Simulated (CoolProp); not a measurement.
Aqueous propylene glycol as a coolant, 14 % by mass, freezing at -4.4 °C, 1 atm.

Values from CoolProp's Melinder's fits for secondary coolants.

```json
[
 {"T (°C)": "-2", "density (kg/m³)": "1014", "viscosity (mPa s)": "(withheld)", "conductivity (W/(m K))": "0.495", "Prandtl number": "(withheld)"},
 {"T (°C)": "4.4", "density (kg/m³)": "1013", "viscosity (mPa s)": "2.76", "conductivity (W/(m K))": "0.503", "Prandtl number": "(withheld)"},
 {"T (°C)": "10.8", "density (kg/m³)": "1012", "viscosity (mPa s)": "2.20", "conductivity (W/(m K))": "0.511", "Prandtl number": "(withheld)"},
 {"T (°C)": "17.2", "density (kg/m³)": "1010", "viscosity (mPa s)": "1.79", "conductivity (W/(m K))": "0.519", "Prandtl number": "(withheld)"},
 {"T (°C)": "23.6", "density (kg/m³)": "1008", "viscosity (mPa s)": "1.48", "conductivity (W/(m K))": "0.527", "Prandtl number": "11.4"},
 {"T (°C)": "30", "density (kg/m³)": "1006", "viscosity (mPa s)": "(withheld)", "conductivity (W/(m K))": "0.534", "Prandtl number": "9.47"},
 {"T (°C)": "36.4", "density (kg/m³)": "(withheld)", "viscosity (mPa s)": "1.07", "conductivity (W/(m K))": "0.542", "Prandtl number": "(withheld)"}
]
```

### Question
Some entries are withheld; supply them.

### Answer

- -2, viscosity (mPa s): 3.54
- -2, Prandtl number: 28.7
- 4.4, Prandtl number: 22.0
- 10.8, Prandtl number: 17.3
- 17.2, Prandtl number: 13.9
- 30, viscosity (mPa s): 1.25
- 36.4, density (kg/m³): 1004
- 36.4, Prandtl number: 8.03
